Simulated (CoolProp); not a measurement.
Values from CoolProp's reference Helmholtz-energy equation of state, Smukala 2000.

For ethylene, give the phase and the cp (kJ/(kg K)), cv (kJ/(kg K)), expansivity (1/kK) at 402 K and 16.9 MPa; 450 K and 16.9 MPa.


- 402 K and 16.9 MPa: supercritical; cp 2.94, cv 1.72, expansivity 5.89
- 450 K and 16.9 MPa: supercritical; cp 2.71, cv 1.85, expansivity 4.16
